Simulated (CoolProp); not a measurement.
A closed Brayton cycle with carbon dioxide: compressor inlet 319.15 K and 9.9 MPa, high pressure 20.8 MPa, turbine inlet 665 K, compressor efficiency 0.89, turbine efficiency 0.85, recuperator effectiveness 0.8 (on enthalpy, no pinch check). Each further row changes one setting.

The numbers come from the reference Helmholtz-energy equation of state, Span 1996 in CoolProp.

```csv
case,thermal efficiency (%),net work (kJ/kg),compressor to turbine work,compressor exit (K),turbine exit (K)
as stated,22.0,50.0,0.32,357.3,588.8
turbine inlet 615 K,20.6,43.0,0.35,357.3,541.4
compressor inlet 329.15 K,21.0,41.5,0.43,383.7,588.8
high pressure 17.7 MPa,19.7,41.1,0.29,348.9,605.2
recuperator effectiveness 0.5,16.0,50.0,0.32,357.3,588.8
```
